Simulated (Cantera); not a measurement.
## NO annealing gas

An isothermal, constant-pressure homogeneous reactor starts with NO : N2 = 1 : 0.2 (molar parts), at 2123 K and 0.132 atm.

Cantera simulation using GRI-Mech 3.0 (53 species, 325 reactions); the numbers are that mechanism's predictions, not measurements.

```json
[
 {"t (s)": "0.000700", "x NO": "0.833", "x NO2": "2.52e-5", "x N2": "0.167", "x O2": "2.15e-5", "x N2O": "0.000137", "x O": "0.000179"},
 {"t (s)": "0.00141", "x NO": "0.832", "x NO2": "5.54e-5", "x N2": "0.167", "x O2": "0.000106", "x N2O": "0.000216", "x O": "0.000359"},
 {"t (s)": "0.00282", "x NO": "0.831", "x NO2": "8.83e-5", "x N2": "0.167", "x O2": "0.000482", "x N2O": "0.000281", "x O": "0.000586"},
 {"t (s)": "0.00566", "x NO": "0.829", "x NO2": "0.000103", "x N2": "0.169", "x O2": "0.00161", "x N2O": "0.000298", "x O": "0.000697"},
 {"t (s)": "0.0114", "x NO": "0.824", "x NO2": "0.000111", "x N2": "0.171", "x O2": "0.00408", "x N2O": "0.000294", "x O": "0.000738"},
 {"t (s)": "0.0228", "x NO": "0.814", "x NO2": "0.000125", "x N2": "0.176", "x O2": "0.00912", "x N2O": "0.000282", "x O": "0.000805"},
 {"t (s)": "0.0458", "x NO": "0.793", "x NO2": "0.000148", "x N2": "0.187", "x O2": "0.0195", "x N2O": "0.000262", "x O": "0.000926"},
 {"t (s)": "0.0920", "x NO": "0.749", "x NO2": "0.000182", "x N2": "0.208", "x O2": "0.0411", "x N2O": "0.000224", "x O": "0.00113"},
 {"t (s)": "0.185", "x NO": "0.661", "x NO2": "0.000220", "x N2": "0.252", "x O2": "0.0850", "x N2O": "0.000164", "x O": "0.00146"},
 {"t (s)": "0.371", "x NO": "0.499", "x NO2": "0.000229", "x N2": "0.333", "x O2": "0.166", "x N2O": "8.65e-5", "x O": "0.00192"},
 {"t (s)": "0.744", "x NO": "0.272", "x NO2": "0.000162", "x N2": "0.446", "x O2": "0.279", "x N2O": "2.39e-5", "x O": "0.00241"},
 {"t (s)": "1.49", "x NO": "0.0932", "x NO2": "6.38e-5", "x N2": "0.536", "x O2": "0.368", "x N2O": "2.81e-6", "x O": "0.00273"},
 {"t (s)": "3.00", "x NO": "0.0280", "x NO2": "2.00e-5", "x N2": "0.569", "x O2": "0.401", "x N2O": "4.04e-7", "x O": "0.00284"}
]
```
x: mole fraction; the columns are a selection and need not sum to one.

Equilibrium at this temperature and pressure: NO 0.0126, NO2 9.11e-6, N2 0.576, O2 0.408, N2O 2.20e-7, O 0.00287 (gas phase only).
